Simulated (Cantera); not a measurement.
**Equilibrium for nitride etching: BN + HCl + H₂**

Input: 1 mol BN, 4.1 mol HCl, 44 mol H₂, equilibrated at 3.80 mbar.

Method: chemical equilibrium by Gibbs-energy minimisation in Cantera with the NASA 1993 tables (ideal gas, pure condensed phases). Candidate condensed phases: B, BN, NH₄Cl; 21 gas species. The tables' values for BCl, BCl₂, BH₂ are old estimates; treat these amounts as uncertain. Kinetics and transport are ignored.

```tsv
T (K)	x H₂	x HCl	x H	x BCl	x N₂	x Cl	x BCl₂	n BN(s)
800	0.915	0.0852	4.49e-11	<1e-12	4.33e-8	4.34e-12	<1e-12	1.000
875	0.915	0.0852	7.78e-10	<1e-12	1.34e-7	7.17e-11	<1e-12	1.000
950	0.915	0.0852	8.63e-9	<1e-12	3.47e-7	7.66e-10	5.50e-12	1.000
1025	0.915	0.0852	6.76e-8	7.44e-12	7.81e-7	5.80e-9	1.02e-10	1.000
1100	0.915	0.0852	4.01e-7	2.52e-10	1.57e-6	3.35e-8	1.26e-9	1.000
1175	0.915	0.0852	1.90e-6	5.42e-9	2.90e-6	1.55e-7	1.13e-8	1.000
1250	0.915	0.0852	7.50e-6	8.00e-8	5.01e-6	5.97e-7	7.70e-8	1.000
1325	0.915	0.0852	2.54e-5	8.53e-7	8.42e-6	1.98e-6	4.15e-7	0.999
1400	0.915	0.0852	7.55e-5	6.59e-6	1.52e-5	5.78e-6	1.74e-6	0.999
1475	0.915	0.0851	0.000201	3.59e-5	3.41e-5	1.52e-5	5.50e-6	0.997
1550	0.914	0.0849	0.000489	0.000144	9.33e-5	3.62e-5	1.34e-5	0.991
1625	0.914	0.0845	0.00109	0.000470	0.000266	7.96e-5	2.80e-5	0.974
1700	0.912	0.0833	0.00228	0.00134	0.000722	0.000162	5.26e-5	0.930
1775	0.909	0.0808	0.00448	0.00343	0.00180	0.000306	9.01e-5	0.826
```
x: gas mole fraction; n: condensed amount in mol.

From 800 K to 1775 K the condensed part is BN(s).
